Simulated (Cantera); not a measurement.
**borazine + O2 (boron, boron nitride and boron oxide)**

Charge: 1 mol borazine, 0.05 mol O2, at 0.100 bar.

Cantera equilibrium calculation (NASA polynomials, part measured and part estimated; ideal gas, pure solids and liquids). Candidate condensed phases: B, BN, B2O3, B3O3H3, H2O; 39 gas species. The feed counts by its element totals alone. The tables' values for BH2 are old estimates; treat these amounts as uncertain. Rates play no part.

```csv
T (°C),x H2,x HBO,x N2,x H,x HBO2,x BO,x B2O3,x B2O2,n BN(s)
1450,0.963,0.0155,0.0130,0.000566,0.00382,0.000178,0.00214,0.00111,2.92
1500,0.960,0.0189,0.0140,0.000881,0.00261,0.000318,0.00157,0.00148,2.91
1550,0.957,0.0216,0.0147,0.00134,0.00166,0.000527,0.00102,0.00178,2.91
1600,0.955,0.0236,0.0153,0.00199,0.000986,0.000814,0.000594,0.00196,2.91
1650,0.952,0.0249,0.0156,0.00291,0.000560,0.00119,0.000320,0.00199,2.90
1700,0.950,0.0255,0.0159,0.00416,0.000311,0.00166,0.000165,0.00194,2.90
1750,0.948,0.0256,0.0160,0.00585,0.000171,0.00224,8.34e-5,0.00182,2.90
1800,0.945,0.0254,0.0161,0.00809,9.49e-5,0.00295,4.20e-5,0.00167,2.90
```
x: gas mole fraction; n: condensed amount in mol.

From 1450 °C to 1800 °C the condensed part is BN(s). The main B-bearing gas is HBO throughout.
